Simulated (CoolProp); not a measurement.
The fluid at 395.86 K and 0.274 MPa expands adiabatically to 0.0279 MPa with isentropic efficiency 0.7. The same conditions are run with several fluids, on thermodynamics alone (safety and materials aside).

Computed with CoolProp (reference Helmholtz-energy equation of state of each fluid (tetrahydrofuran: Fiedler 2023; R507A: Lemmon 2003; n-butane: Bücker 2006; sulfur hexafluoride: Guder 2009; chlorine: Thol 2021)). Blends and air are pseudo-pure fits.

Q: Rank tetrahydrofuran, R507A, n-butane, sulfur hexafluoride, chlorine by work (kJ/kg), highest first.

A: n-butane (82.2), tetrahydrofuran (64.5), chlorine (56.4), R507A (47.9), sulfur hexafluoride (32.9)

```tsv
fluid	final temperature (K)	final density (kg/m³)
tetrahydrofuran	344.1	0.708
R507A	345.4	0.963
n-butane	352.9	0.555
sulfur hexafluoride	351.9	1.40
chlorine	276.8	0.863
```
